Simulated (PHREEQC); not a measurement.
Dissolve 57 mmol/kgw NaH2PO4 and 20 mmol/kgw HNO3 at 50 °C. Closed to the air; pH follows from the charge balance.

Equilibrium calculation in PHREEQC: ion-association model, phreeqc.dat.

| quantity | before | after |
|---|---|---|
| pH | 2.57 | 2.66 |
| H2PO4- (mol/kgw) | 0.0402 | 0.0210 |
| H3PO4 (mol/kgw) | 0.0168 | 0.00749 |
| HPO4-2 (mol/kgw) | 2.02e-6 | 1.13e-6 |
| NaHPO4- (mol/kgw) | 9.45e-8 | 3.19e-8 |

Problem. Which change was made?
(A) 0.011 mol/kgw KOH added
(B) 0.0074 mol/kgw HCl added
(C) temperature from 50 to 15 °C
(D) HNO3 left out
(E) diluted 2-fold with water

Solution. E, diluted 2-fold with water

No solid was allowed to form. At this temperature some constants are extrapolated from 25 °C, and those without enthalpy data are left unchanged.
